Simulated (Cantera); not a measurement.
# Reactions in the system C-N-O-Ti

Source: NASA polynomial tables (part measured, part estimated), evaluated in Cantera. Values are per mole of reaction as written; species without (g) are pure solids or liquids, kept so even where they would boil at 1 bar. TiC: taken at fixed stoichiometry.

2 Ti3O5 + 6 CO2(g) ⇌ 6 TiC + 11 O2(g)

```csv
T (K),ΔH° (kJ),ΔS° (J/K),ΔG° (kJ),log10 K
300,6174.8,860.4,5916.7,-1030.16
673,6138.4,780.1,5613.4,-435.67
723,6137.0,778.1,5574.4,-402.73
773,6135.4,776.0,5535.6,-374.05
823,6133.6,773.7,5496.8,-348.87
873,6131.6,771.3,5458.2,-326.58
923,6129.3,768.8,5419.7,-306.71
973,6126.8,766.2,5381.3,-288.89
1023,6124.2,763.5,5343.1,-272.81
1073,6121.3,760.8,5305.0,-258.25
```

2 Ti2O3 + 3 C ⇌ 4 Ti + 3 CO2(g)

| T (K) | ΔH° (kJ) | ΔS° (J/K) | ΔG° (kJ) | log10 K |
|---|---|---|---|---|
| 300 | 1861.1 | 591.9 | 1683.5 | -293.12 |
| 673 | 1839.2 | 548.3 | 1470.2 | -114.11 |
| 723 | 1835.7 | 543.2 | 1443.0 | -104.25 |
| 773 | 1832.2 | 538.5 | 1415.9 | -95.68 |
| 823 | 1828.7 | 534.1 | 1389.1 | -88.16 |
| 873 | 1825.2 | 530.1 | 1362.5 | -81.52 |
| 923 | 1821.8 | 526.3 | 1336.1 | -75.61 |
| 973 | 1818.5 | 522.8 | 1309.9 | -70.32 |
| 1023 | 1815.4 | 519.6 | 1283.8 | -65.55 |
| 1073 | 1812.6 | 517.0 | 1257.9 | -61.23 |

TiO2 + N2(g) ⇌ Ti + 2 NO(g)

```tsv
T (K)	ΔH° (kJ)	ΔS° (J/K)	ΔG° (kJ)	log10 K
300	1127.3	210.3	1064.2	-185.29
673	1124.7	205.2	986.6	-76.57
723	1124.3	204.6	976.4	-70.54
773	1123.8	204.0	966.1	-65.28
823	1123.4	203.4	956.0	-60.67
873	1123.0	202.9	945.8	-56.59
923	1122.6	202.5	935.7	-52.95
973	1122.2	202.1	925.5	-49.69
1023	1121.8	201.8	915.5	-46.74
1073	1121.6	201.5	905.4	-44.07
```
